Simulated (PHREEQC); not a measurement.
Solution (20 °C): 28 mmol/kgw CuCl2, 1.1 mmol/kgw HBF4 and 0.08 mmol/kgw H3BO3. It is in equilibrium with CO2 at log p = 0 (atm). Otherwise closed; pH follows from the charge balance.

Computed with PHREEQC (ion-association model, phreeqc.dat).

The pH comes out as 2.83 and the ionic strength is 0.0826 mol/kgw. The specific conductance is 5490 µS/cm and the density comes out as 1.002 g/cm³. The total alkalinity is -4.40 meq/kg.

```csv
species,molality,activity,log γ
Cl-,0.0547,0.0427,-0.107
CO2,0.0382,0.0389,0.008
Cu+2,0.0264,0.0112,-0.371
H+,0.00177,0.00148,-0.079
HF,0.00164,0.00168,0.008
CuCl+,0.00128,0.00101,-0.106
F-,0.00106,0.000827,-0.109
```

No solid was allowed to form. Complexes and solids missing from the database can't appear. Real BF4- forms and hydrolyses slowly; the run takes it at equilibrium.
